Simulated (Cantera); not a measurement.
**Reactions in the system H-K-O-S**

Cantera with NASA thermochemical tables; ideal gases at 1 bar, condensed phases pure. Values are per mole of reaction as written; species without (g) are pure solids or liquids, kept so even where they would boil at 1 bar.

2 KOH(g) + 4 O(g) + H2S(g) → 2 H2O(g) + K2SO4

| T (K) | ΔH° (kJ) | ΔS° (J/K) | ΔG° (kJ) | log10 K | condensed phases |
|---|---|---|---|---|---|
| 300 | -2432.4 | -769.8 | -2201.4 | 383.30 | K2SO4(s) |
| 800 | -2426.7 | -763.6 | -1815.9 | 118.56 | K2SO4(s) |
| 1000 | -2410.8 | -745.3 | -1665.5 | 86.99 | K2SO4(s) |
| 1200 | -2401.2 | -736.6 | -1517.3 | 66.04 | K2SO4(s) |
| 1400 | -2355.3 | -702.1 | -1372.4 | 51.20 | K2SO4(l) |
| 1600 | -2345.9 | -695.8 | -1232.6 | 40.24 | K2SO4(l) |
| 1800 | -2336.3 | -690.2 | -1094.0 | 31.75 | K2SO4(l) |
| 2000 | -2326.5 | -685.0 | -956.5 | 24.98 | K2SO4(l) |
| 2200 | -2316.6 | -680.3 | -820.0 | 19.47 | K2SO4(l) |
| 2400 | -2306.5 | -675.9 | -684.4 | 14.89 | K2SO4(l) |
| 2600 | -2296.2 | -671.8 | -549.6 | 11.04 | K2SO4(l) |
| 2800 | -2285.9 | -667.9 | -415.7 | 7.75 | K2SO4(l) |
